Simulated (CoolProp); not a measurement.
The fluid at 397.58 K and 0.211 MPa flows at 0.37 m/s in a round tube of 4.6 mm bore and 1.5 µm roughness, fully developed (64/Re and Nu = 3.66 if laminar; Colebrook and Gnielinski if turbulent). The same conditions are run with several fluids, on thermodynamics alone (safety and materials aside).

Computed with CoolProp (reference Helmholtz-energy equation of state of each fluid (C2F6 (R116): Lemmon 2006; R13: Platzer 1990; R123: Younglove 1994; ammonia: Gao 2020; n-hexane: Thol 2019)). The equations of Platzer and Polt are older, rougher fits.

**Question.** Rank C2F6 (R116), R13, R123, ammonia, n-hexane by Reynolds number, highest first.

**Answer.** R123 (1210), n-hexane (1200), C2F6 (R116) (815), R13 (615), ammonia (134)

| fluid | Darcy friction factor | pressure drop (Pa/m) | heat-transfer coefficient (W/(m² K)) | mass flow (kg/h) |
|---|---|---|---|---|
| C2F6 (R116) | 0.0786 | 10.4 | 18.0 | 0.196 |
| R13 | 0.104 | 10.4 | 15.2 | 0.149 |
| R123 | 0.0528 | 7.93 | 12.0 | 0.223 |
| ammonia | 0.476 | 7.76 | 29.4 | 0.0242 |
| n-hexane | 0.0535 | 4.66 | 18.4 | 0.130 |

Transport values come from each fluid's own correlations; those of C2F6 (R116), R13 are estimates that may be off by 10 % or more.
